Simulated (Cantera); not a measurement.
Charge: 1 mol PH3, 3.2 mol O2, 17 mol N2, 0.13 mol H2O, held at 2952 °C.

Cantera equilibrium calculation (NASA polynomials, part measured and part estimated; ideal gas, pure solids and liquids). Candidate condensed phases: H2O, P, P4O10; 32 gas species. Gases not in the tables: HPO2, HPO3 and P4O6. The numbers say what is thermodynamically allowed, not how fast it happens.

Task: At 15.0 bar, list the 5 most abundant gas species with their mole fractions, and the condensed phases.

Result: N2 0.774, H2O 0.0557, O2 0.0481, PO2 0.0402, NO 0.0292. Condensed: gas only.
